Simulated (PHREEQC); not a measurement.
Synthetic water in mg/L, 25 °C, pH 6.83, pe -1.4:

```csv
constituent,mg/L
Na,0.851
K,3.04
Ca,7.17
Mg,0.698
Cl,0.814
S(6) as SO4,16.8
Alkalinity as HCO3,9.09
Sr,0.376
Zn,0.0717
```

Na is adjusted to close the charge balance.
Valence states are taken as typed.

All values are PHREEQC results (ion-association model, phreeqc.dat), not measurements.

This is a speciation only: nothing precipitates in the calculation.

Q: Order these C species by the share of C that they hold, largest first: CO2, CaHCO3+, HCO3-.

A: HCO3- (75 %), CO2 (24 %), CaHCO3+ (0.15 %)

The pH is 6.83 and the ionic strength 0.000889 mol/kgw. Species that the database lacks are ignored.
